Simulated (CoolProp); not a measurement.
Aqueous lithium chloride as a coolant, 22 % by mass, freezing at -53.6 °C, 1 atm.

Values from CoolProp's Melinder's fits for secondary coolants.

```
T (°C)  cp (kJ/(kg K))  viscosity (mPa s)  Prandtl number  conductivity (W/(m K))
------  --------------  -----------------  --------------  ----------------------
-13.6            2.980               6.33               ?                   0.503
-8               3.016               5.13            30.3                       ?
-2.4             3.052                  ?            24.9                   0.518
3.3                  ?               3.54            20.8                   0.526
8.9              3.126               3.03            17.7                   0.533
14.5             3.162               2.62            15.3                   0.541
20.1             3.198               2.30            13.4                   0.548
25.7             3.234               2.05            11.9                   0.556
31.4             3.271               1.83            10.7                   0.563
```

Q: Some entries are withheld; supply them.

A: 
- -13.6, Prandtl number: 37.5
- -8, conductivity (W/(m K)): 0.510
- -2.4, viscosity (mPa s): 4.23
- 3.3, cp (kJ/(kg K)): 3.089
